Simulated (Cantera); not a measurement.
## Catalytic combustion on Pt

An isothermal plug-flow reactor at 750 K and 27000 Pa (inlet), inlet velocity 5 m/s, active area per volume 3100 1/m; feed 0.620 % CO, 15.0 % O₂, 84.4 % N₂, equivalence ratio 0.021.

Model: Deutschmann's 1995 Pt surface mechanism with GRI-Mech 3.0 gas chemistry, integrated in Cantera. Catalytic surfaces can have several steady states; this one follows from the mechanism file's or the stated starting coverage. Mass transfer to the wall is taken as infinitely fast.

| z (m) | x CO | x O₂ | x H₂O | x CO₂ | θ free Pt | θ O* | θ CO* |
|---|---|---|---|---|---|---|---|
| 0.00012 | 0.00591 | 0.149 | <1e-12 | 0.000288 | 0.0443 | 0.954 | 0.00124 |
| 0.00021 | 0.00572 | 0.149 | <1e-12 | 0.000481 | 0.0431 | 0.956 | 0.00114 |
| 0.00037 | 0.00541 | 0.149 | <1e-12 | 0.000788 | 0.0414 | 0.958 | 0.000991 |
| 0.00065 | 0.00496 | 0.149 | <1e-12 | 0.00124 | 0.0392 | 0.960 | 0.000814 |
| 0.0012 | 0.00426 | 0.149 | <1e-12 | 0.00194 | 0.0365 | 0.963 | 0.000604 |
| 0.0021 | 0.00344 | 0.148 | <1e-12 | 0.00277 | 0.0339 | 0.966 | 0.000421 |
| 0.0037 | 0.00247 | 0.148 | <1e-12 | 0.00374 | 0.0316 | 0.968 | 0.000261 |
| 0.0065 | 0.00149 | 0.148 | <1e-12 | 0.00472 | 0.0297 | 0.970 | 0.000139 |
| 0.012 | 0.000614 | 0.147 | <1e-12 | 0.00560 | 0.0282 | 0.972 | 5.17e-5 |
x: gas mole fraction; θ: surface coverage.
